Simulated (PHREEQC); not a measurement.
Dissolve 0.0058 mol/kgw NH4HS and 0.00319 mol/kgw Na3PO4 at 25 °C. Closed to the air; pH follows from the charge balance.

All values are PHREEQC results (ion-association model, phreeqc.dat), not measurements.

No solid was allowed to form.

Question: Predict the pH, specific conductance.

Answer: pH 9.39; specific conductance 1240 µS/cm.

Question: In which forms is P present?

Answer: HPO4-2 98 %, NaHPO4- 1.1 % of the P.
